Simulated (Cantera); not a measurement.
A freely propagating, adiabatic, planar premixed flame of 5.63 % CH₄, 0.676 % H₂, 17.1 % O₂, 76.6 % N₂, unburnt at 398 K and 0.133 bar; unity-Lewis-number transport, grid criteria slope 0.08 and curve 0.16, no radiation.

Computed with Cantera and GRI-Mech 3.0 (53 species, 325 reactions). Unity Lewis numbers drop preferential diffusion, which matters most where H2 and H carry the flame. Burning velocities carry a grid error of a few per cent, more on coarse grids.

x: mole fraction of selected species; z is measured from the peak of heat release.

| z (mm) | T (K) | u (m/s) | x CH₄ | x H₂ | x O₂ | x H | x H₂O₂ | x OH |
|---|---|---|---|---|---|---|---|---|
| -10.8 | 398 | 0.376 | 0.0563 | 0.00676 | 0.171 | <1e-8 | <1e-8 | <1e-8 |
| -7.20 | 401 | 0.379 | 0.0562 | 0.00678 | 0.170 | <1e-8 | 5.47e-8 | <1e-8 |
| -5.40 | 411 | 0.388 | 0.0557 | 0.00683 | 0.170 | <1e-8 | 2.05e-7 | <1e-8 |
| -3.60 | 469 | 0.444 | 0.0527 | 0.00716 | 0.165 | 1.65e-8 | 8.73e-7 | 1.25e-7 |
| -1.80 | ? | 0.713 | ? | ? | ? | ? | 2.05e-6 | ? |
| -0.899 | 1039 | 0.992 | 0.0213 | 0.0105 | 0.112 | 0.000329 | 2.10e-6 | 0.000120 |
| 0 | 1336 | 1.28 | 0.00455 | 0.00988 | 0.0800 | 0.00281 | 7.10e-7 | 0.00165 |
| 0.899 | 1446 | 1.39 | 0.000238 | 0.00560 | 0.0649 | 0.00587 | 3.31e-7 | 0.00357 |
| 1.80 | 1484 | 1.42 | 7.89e-6 | 0.00468 | 0.0609 | 0.00658 | 2.88e-7 | 0.00416 |
| 3.60 | 1534 | 1.47 | 1.00e-8 | 0.00444 | 0.0582 | ? | ? | 0.00452 |
| 7.20 | 1594 | 1.52 | <1e-8 | 0.00348 | 0.0565 | 0.00358 | 1.47e-7 | 0.00442 |
| 14.4 | 1649 | 1.56 | <1e-8 | 0.00215 | 0.0556 | 0.00158 | 8.85e-8 | 0.00379 |
| 28.8 | 1688 | 1.59 | <1e-8 | 0.00109 | 0.0550 | 0.000535 | 5.13e-8 | 0.00286 |

**Question.** Fill in the missing entries.

**Answer.** 
- -1.80, T (K): 751
- -1.80, x CH₄: 0.0377
- -1.80, x H₂: 0.00882
- -1.80, x O₂: 0.140
- -1.80, x H: 1.63e-5
- -1.80, x OH: 5.21e-6
- 3.60, x H: 0.00579
- 3.60, x H₂O₂: 2.22e-7
